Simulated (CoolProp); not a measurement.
Dodecamethylpentasiloxane (MD3M) along the isobar 0.358 MPa: density (kg/m³) from the reference equation and from simpler models built on Tc = 628.0 K, pc = 0.9540 MPa, ω = 0.730; each cubic takes its own stable root.

Model: reference Helmholtz-energy equation of state, Thol 2019, in CoolProp.

| T (K) | phase | reference | van der Waals | Soave-Redlich-Kwong | Peng-Robinson |
|---|---|---|---|---|---|
| 323 | liquid | 846.4 | 459.7 | 725.0 | 812.9 |
| 350.2 | liquid | 820.1 | 448.4 | 710.5 | 797.5 |
| 377.3 | liquid | 793.5 | 436.3 | 694.1 | 780.2 |
| 404.4 | liquid | 766.2 | 423.3 | 675.6 | 760.4 |
| 431.5 | liquid | 738.1 | 409.0 | 654.5 | 737.6 |
| 458.7 | liquid | 708.5 | 393.1 | 630.1 | 711.2 |
| 485.8 | liquid | 677.2 | 374.9 | 601.8 | 680.1 |
| 512.9 | liquid | 643.2 | 41.78 | 568.1 | 642.8 |
| 540.1 | liquid | 604.5 | 38.00 | 526.5 | 596.2 |

At some of these states van der Waals gives the other phase, because its saturation line lies elsewhere.
